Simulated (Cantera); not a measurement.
An adiabatic, constant-volume homogeneous reactor starts with CH4 : H2 : O2 : N2 = 1 : 0.49 : 1.5 : 12 (molar parts), equivalence ratio 1.5, at 1100 K and 3750 Torr.

Computed with Cantera and GRI-Mech 3.0 (53 species, 325 reactions).

One state of this run: T (K) = 2292; P (bar) = 10.8; x CH4 = 4.88e-11; x H2 = 0.0498; x O2 = 1.82e-6; x C2H = <1e-12; x CH2CO = <1e-12. x: mole fraction; the columns are a selection and need not sum to one.

**Question.** Which value of t (s) does it belong to?
A. 3.00e-5
B. 6.46e-5
C. 0.139
D. 1.39e-5

**Answer.** C, 0.139
